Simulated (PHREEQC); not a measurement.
3.4 g of hydrous ferric oxide (600 m²/g; 0.2 weak and 0.005 strong sites per Fe, Dzombak-Morel constants, diffuse double layer) in 1 kg of water with 0.05 mol/kgw of an inert sodium salt and 7.4 mmol/kgw Na2SeO4, at 25 °C; the pH is set by adding NaOH or the inert anion's acid. Oxygen alone is held at its pressure in air (log pO2 = -0.68). CO2 from the air is kept out. Nothing may precipitate in this run.

Base run: PHREEQC, ion-association model, wateq4f.dat. Each further column changes one thing. The table gives surface charge σ (C/m²).

```json
[
 {"pH": "3", "base": "0.052", "background salt from 0.05 to 0.005 mol/kgw": "0.030", "oxide from 3.4 to 17 g/kgw": "0.226"},
 {"pH": "3.67", "base": "0.052", "background salt from 0.05 to 0.005 mol/kgw": "0.029", "oxide from 3.4 to 17 g/kgw": "0.212"},
 {"pH": "5", "base": "0.048", "background salt from 0.05 to 0.005 mol/kgw": "0.027", "oxide from 3.4 to 17 g/kgw": "0.125"},
 {"pH": "5.67", "base": "0.041", "background salt from 0.05 to 0.005 mol/kgw": "0.023", "oxide from 3.4 to 17 g/kgw": "0.076"},
 {"pH": "6.33", "base": "0.031", "background salt from 0.05 to 0.005 mol/kgw": "0.018", "oxide from 3.4 to 17 g/kgw": "0.043"},
 {"pH": "7.67", "base": "0.009", "background salt from 0.05 to 0.005 mol/kgw": "0.005", "oxide from 3.4 to 17 g/kgw": "0.009"},
 {"pH": "8.33", "base": "-0.007", "background salt from 0.05 to 0.005 mol/kgw": "-0.005", "oxide from 3.4 to 17 g/kgw": "-0.007"},
 {"pH": "9", "base": "-0.030", "background salt from 0.05 to 0.005 mol/kgw": "-0.020", "oxide from 3.4 to 17 g/kgw": "-0.030"},
 {"pH": "10.33", "base": "-0.110", "background salt from 0.05 to 0.005 mol/kgw": "-0.080", "oxide from 3.4 to 17 g/kgw": "-0.112"},
 {"pH": "11", "base": "-0.176", "background salt from 0.05 to 0.005 mol/kgw": "-0.135", "oxide from 3.4 to 17 g/kgw": "-0.180"}
]
```

The oxide is taken as insoluble; below pH 4 it would dissolve.
